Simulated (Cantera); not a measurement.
Input (Python, Cantera) and output of one run.

```python
import numpy as np
import cantera as ct

gas_names = """
    H HO2 H2 H2O H2O2 H2S H2SO4 Na NaH NaO NaOH Na2 Na2O Na2O2H2 Na2SO4 O OH O2 O3 S SH SO SO2 SO3 S2
    S2O S8
""".split()
cond_names = """
    H2O(s) H2O(L) H2SO4(L) Na(cr) Na(L) NaOH(a) NaOH(L) NaO2(s) Na2O(c) Na2O(a) Na2O(L) Na2O2(a)
    Na2O2(b) Na2S(1) Na2S(2) Na2S(L) Na2SO4(V) Na2SO4(IV) Na2SO4(I) Na2SO4(L) S(cr1) S(cr2) S(L)
""".split()


# ... load() reads the species with a 1 bar reference pressure and builds the phases ...
atoms = {
    'Na2SO4': {'Na': 2, 'S': 1, 'O': 4},
    'H2O': {'H': 2, 'O': 1},
    'O2': {'O': 2},
}
top_T = {'NaO2(s)': 800, 'Na2O2(b)': 940}  # K; cautious upper limits of use, not melting points


# ... equilibrate(T, P, feed) seeds the gas with the atoms and calls Mixture.equilibrate('TP', solver="vcs", rtol=1e-11, max_steps=5000) ...
results = []
feed = {'Na2SO4': 1, 'H2O': 7.5, 'O2': 0.11}  # mol
P = 720  # Pa
for T in [900, 1000, 1100, 1200, 1300, 1400, 1500, 1600, 1700, 1800, 1900]:
    mix = equilibrate(T, P, feed)
    results.append((T, P, feed, dict(zip(mix.species_names, mix.species_moles))))

top = {s: max(r[3][s] / sum(r[3][g] for g in gas_names) for r in results) for s in gas_names}
cols = sorted((s for s in top if top[s] > 1e-06), key=lambda s: -top[s])[:8]
seen = [c for c in cond_names if any(r[3].get(c, 0) > 1e-12 for r in results)]
print("log10 of partial pressures in bar; condensed amounts in mol")
print(f"{'T/K':>10s}" + "".join(f"{s[:9]:>10s}" for s in cols + seen))
for T, P, feed, n in results:
    ng = sum(n[g] for g in gas_names)
    print(f"{T:10.4g}" + "".join(f"{np.log10(max(n[s] / ng * P / 1e5, 1e-99)):10.3f}" for s in cols)
          + "".join(f"{n.get(c, 0):10.4g}" for c in seen))
```

It prints:

```
log10 of partial pressures in bar; condensed amounts in mol
       T/K       H2O        Na      NaOH       SO2        O2    Na2SO4        OH        H2 Na2SO4(I) Na2SO4(L)
       900    -2.149   -15.289   -10.264   -10.594    -3.983   -11.405    -9.283   -11.653         1         0
      1000    -2.149   -12.503    -8.527    -8.836    -3.983    -9.550    -8.340   -10.216         1         0
      1100    -2.149   -10.232    -7.112    -7.415    -3.983    -8.058    -7.568    -9.038    0.9999         0
      1200    -2.149    -8.362    -5.954    -6.254    -3.982    -6.874    -6.924    -8.054         0    0.9993
      1300    -2.150    -6.807    -4.998    -5.293    -3.973    -5.935    -6.378    -7.225         0    0.9934
      1400    -2.157    -5.502    -4.197    -4.478    -3.921    -5.144    -5.901    -6.541         0    0.9566
      1500    -2.187    -4.439    -3.547    -3.796    -3.730    -4.469    -5.463    -6.045         0    0.7806
      1600    -2.308    -3.589    -3.055    -3.245    -3.370    -3.887    -5.079    -5.801         0   0.02384
      1700    -2.333    -3.292    -3.090    -3.179    -3.276    -4.919    -4.755    -5.392         0         0
      1800    -2.337    -3.140    -3.233    -3.183    -3.239    -6.168    -4.470    -4.986         0         0
      1900    -2.340    -3.050    -3.410    -3.193    -3.215    -7.389    -4.217    -4.618         0         0
```

Equilibrium computed with Cantera from the NASA thermochemical tables; the gas is ideal and each condensed phase is pure.
